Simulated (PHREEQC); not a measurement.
Make-up at 25 °C: 0.0018 mol H3BO3 and 0.0022 mol K2HPO4 per kg of water. Closed to the air; pH follows from the charge balance.

The numbers come from PHREEQC with the ion-association model, phreeqc.dat.

This is a speciation only: nothing precipitates in the calculation.

Problem. Order these P species by the share of P that they hold, largest first: KHPO4-, H2PO4-, HPO4-2.

Solution. HPO4-2 (92 %), H2PO4- (7.4 %), KHPO4- (0.56 %)

The pH is 8.19 and the ionic strength 0.00641 mol/kgw.
